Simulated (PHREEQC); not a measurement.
Solution (20 °C): 0.0076 mol TMAH and 0.00087 mol Na2CO3 per kg of water. Closed to the air; pH follows from the charge balance.

Model: ion-association model, phreeqc.dat, run in PHREEQC.

Precipitation was switched off in this run.

Question: What pH, ionic strength does the model give?

Answer: pH 12.00; ionic strength 0.0102 mol/kgw.

Question: In which forms is C present?

Answer: CO3-2 97 %, HCO3- 1.7 %, NaCO3- 1.6 % of the C.

(CH3)4N+ isn't in the database: it is added as a free cation with an ion size of 4 Å.
